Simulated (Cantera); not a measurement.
What does this Cantera script print?

```python
import numpy as np
import cantera as ct

gas_names = """
    Fe FeO N NO NO2 NO3 N2 N2O O O2 O3 S SN SO SO2 SO3 S2 S2O S8
""".split()
cond_names = """
    Fe(a) Fe(c) Fe(d) Fe(L) FeO(s) FeO(L) FeS(a) FeS(b) FeS(c) FeS(L) FeSO4(s) FeS2(s) Fe2O3(s)
    Fe2S3O12(s) Fe3O4(s) S(cr1) S(cr2) S(L)
""".split()


# ... load() reads the species with a 1 bar reference pressure and builds the phases ...
atoms = {
    'FeS': {'Fe': 1, 'S': 1},
    'O2': {'O': 2},
    'N2': {'N': 2},
    'SO2': {'S': 1, 'O': 2},
}
top_T = {'FeSO4(s)': 950, 'FeS2(s)': 1010, 'Fe2O3(s)': 1830, 'Fe2S3O12(s)': 1100, 'Fe3O4(s)': 1870}  # K; cautious upper limits of use, not melting points


# ... equilibrate(T, P, feed) seeds the gas with the atoms and calls Mixture.equilibrate('TP', solver="vcs", rtol=1e-11, max_steps=5000) ...
results = []
feed = {'FeS': 1, 'O2': 2.5, 'N2': 41, 'SO2': 0.19}  # mol
P = 240000  # Pa
for T in [1100, 1200, 1300, 1400, 1500, 1600, 1700, 1800]:
    mix = equilibrate(T, P, feed)
    results.append((T, P, feed, dict(zip(mix.species_names, mix.species_moles))))

top = {s: max(r[3][s] / sum(r[3][g] for g in gas_names) for r in results) for s in gas_names}
cols = sorted((s for s in top if top[s] > 0.001), key=lambda s: -top[s])[:8]
seen = [c for c in cond_names if any(r[3].get(c, 0) > 1e-12 for r in results)]
print("log10 of partial pressures in bar; condensed amounts in mol")
print(f"{'T/K':>10s}" + "".join(f"{s[:9]:>10s}" for s in cols + seen))
for T, P, feed, n in results:
    ng = sum(n[g] for g in gas_names)
    print(f"{T:10.4g}" + "".join(f"{np.log10(max(n[s] / ng * P / 1e5, 1e-99)):10.3f}" for s in cols)
          + "".join(f"{n.get(c, 0):10.4g}" for c in seen))
```

Result:

```
log10 of partial pressures in bar; condensed amounts in mol
       T/K        N2       SO2        O2       SO3        NO  Fe2O3(s)  Fe3O4(s)
      1100     0.361    -1.226    -1.416    -2.141    -4.208       0.5         0
      1200     0.360    -1.199    -1.395    -2.486    -3.836       0.5         0
      1300     0.360    -1.188    -1.387    -2.795    -3.525       0.5         0
      1400     0.360    -1.183    -1.385    -3.064    -3.262       0.5         0
      1500     0.360    -1.180    -1.385    -3.300    -3.034       0.5         0
      1600     0.359    -1.180    -1.341    -3.486    -2.814         0    0.3333
      1700     0.359    -1.179    -1.345    -3.669    -2.640         0    0.3333
      1800     0.359    -1.179    -1.349    -3.832    -2.486         0    0.3333
```

Equilibrium computed with Cantera from the NASA thermochemical tables; the gas is ideal and each condensed phase is pure.
